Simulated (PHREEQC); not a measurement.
Na3PO4 is added in steps, without added water, to 1 kg of water holding 0.0011 mol/kgw H2SO4 and 0.016 mol/kgw KCl, at 25 °C. O2 is buffered at 0.21 atm. No CO2 enters from the air. The run lets Halite, Sylvite precipitate or redissolve, and no other solid.

Base run: PHREEQC, ion-association model, phreeqc.dat. Each further column changes one thing. The table gives HSO4- (mol/kgw).

| Na3PO4 added (mol) | base | Debye-Hückel limiting law | all activity coefficients set to 1 | database wateq4f.dat | Davies equation for every ion |
|---|---|---|---|---|---|
| 0 | 0.000113 | 0.000101 | 0.000166 | 0.000113 | 0.000110 |
| 0.0012 | 3.16e-8 | 3.16e-8 | … | 3.15e-8 | 3.15e-8 |
| 0.0028 | 1.52e-12 | 1.43e-12 | 1.74e-12 | 1.49e-12 | 1.48e-12 |
| 0.004 | 5.31e-13 | … | 5.95e-13 | 5.17e-13 | 5.14e-13 |
| 0.0052 | 3.31e-13 | … | 3.63e-13 | 3.22e-13 | 3.20e-13 |
| 0.0068 | 2.27e-13 | 2.11e-13 | 2.42e-13 | 2.19e-13 | 2.17e-13 |
| 0.008 | 1.86e-13 | 1.73e-13 | 1.94e-13 | 1.79e-13 | 1.77e-13 |
| 0.0092 | 1.59e-13 | 1.47e-13 | … | 1.52e-13 | 1.51e-13 |
| 0.0108 | 1.34e-13 | … | 1.34e-13 | 1.28e-13 | 1.27e-13 |
| 0.012 | 1.20e-13 | 1.12e-13 | … | 1.15e-13 | 1.14e-13 |
| 0.0132 | 1.10e-13 | 1.02e-13 | 1.06e-13 | 1.04e-13 | 1.03e-13 |
| 0.0148 | 9.89e-14 | 9.19e-14 | 9.30e-14 | 9.35e-14 | 9.24e-14 |
| 0.016 | 9.22e-14 | 8.58e-14 | 8.52e-14 | 8.69e-14 | 8.58e-14 |

Problem. What belongs in the gaps?

Solution. 
- 0.0012, all activity coefficients set to 1: 3.04e-8
- 0.004, Debye-Hückel limiting law: 4.96e-13
- 0.0052, Debye-Hückel limiting law: 3.09e-13
- 0.0092, all activity coefficients set to 1: 1.62e-13
- 0.0108, Debye-Hückel limiting law: 1.24e-13
- 0.012, all activity coefficients set to 1: 1.18e-13

 H3PO4, which wateq4f.dat lacks, is added to it with the constant of phreeqc.dat. phreeqc.dat and wateq4f.dat share most of their constants, so their agreement is no independent check. Solids allowed in the column 'database wateq4f.dat': Halite, Mirabilite.
